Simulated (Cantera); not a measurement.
Feed: 1 mol Ti(OiPr)₄, 1.4 mol H₂, at 80.0 Pa.

Equilibrium computed with Cantera from the NASA thermochemical tables; the gas is ideal and each condensed phase is pure. Candidate condensed phases: C, C₆H₆, C₇H₈, C₈H₁₈, H₂O, Ti, TiC, TiO, TiO₂, Ti₂O₃, Ti₃O₅, Ti₄O₇; 113 gas species. The feed counts by its element totals alone. TiC: taken at fixed stoichiometry. Rates play no part. All values below are at 1250 °C.

Base state: H₂ 0.793, CO 0.206, H 0.000728 (mole fractions); condensed: C(graphite) + TiC(s).

Task: What changes in the equilibrium state with this change: Ti(OiPr)₄ replaced by Ti?

Result: 
```csv
species,before,after
H₂,0.793,0.999
H,0.000728,0.000817
CO,0.206,0
"C(graphite), mol",7.00,0
"TiC(s), mol",1.00,0
"Ti(β), mol",0,1.000
```
